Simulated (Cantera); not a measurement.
**B + N₂ + O₂ (boron, boron nitride and boron oxide)**

Input: 1 mol B, 19 mol N₂, 1 mol O₂, at 1400 Pa.

Cantera equilibrium calculation (NASA polynomials, part measured and part estimated; ideal gas, pure solids and liquids). Candidate condensed phases: B, BN, B₂O₃; 17 gas species. Equilibrium is a limit: real reactors are often held back by kinetics, nucleation or transport.

```csv
T (K),log p N₂,log p B₂O₃,log p BO₂,log p O₂
1923,-1.87,-3.48,-4.29,-3.82
1973,-1.87,-3.49,-4.20,-3.84
2023,-1.87,-3.50,-4.12,-3.85
2073,-1.87,-3.51,-4.05,-3.88
2123,-1.87,-3.52,-3.98,-3.90
2173,-1.87,-3.54,-3.92,-3.93
2223,-1.87,-3.56,-3.86,-3.96
2273,-1.87,-3.58,-3.81,-4.00
```
log p: log10 of the partial pressure in bar; nothing condenses.

From 1923 K to 2273 K nothing is condensed. The main B-bearing gas is B₂O₃ throughout.
